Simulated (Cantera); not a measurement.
Mixture: 20.9 % CO, 14.4 % H2, 1.72 % CH4, 10.6 % O2, 39.8 % N2, 12.6 % H2O, at 0.987 atm, adiabatic and at constant volume. Ignition delay is the time to a rise of 400 K.

Model: GRI-Mech 3.0 (53 species, 325 reactions), integrated in Cantera. Where the delays flatten at high temperature, the 400 K rule measures the pace of heat release, not the induction time.

Predict: delay at 1050 K; delay at 1150 K; delay at 1250 K; delay at 1350 K; delay at 1450 K; apparent activation energy between 1350 and 1450 K.


| Item | Value |
|---|---|
| delay at 1050 K | 0.914 ms |
| delay at 1150 K | 0.210 ms |
| delay at 1250 K | 92.1 µs |
| delay at 1350 K | 52.5 µs |
| delay at 1450 K | 34.2 µs |
| apparent activation energy between 1350 and 1450 K | 70 kJ/mol |
